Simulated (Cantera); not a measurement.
Feed: 1 mol borazine, 21 mol N₂, 37 mol H₂, equilibrated at 1373 K and 0.133 bar.

These are equilibrium values from Cantera (NASA tables, ideal gas, pure condensed phases), not measurements of a reactor. Candidate condensed phases: B, BN; 15 gas species. The feed counts by its element totals alone. Rates play no part.

What is the equilibrium state?

x(H₂): 0.656
x(N₂): 0.344
x(H): 7.39e-6
x(NH₃): 3.91e-6
n(BN(s)): 3.00 mol
gas amount: 61.00 mol
log10 activity of B(s) (absent): -4.27
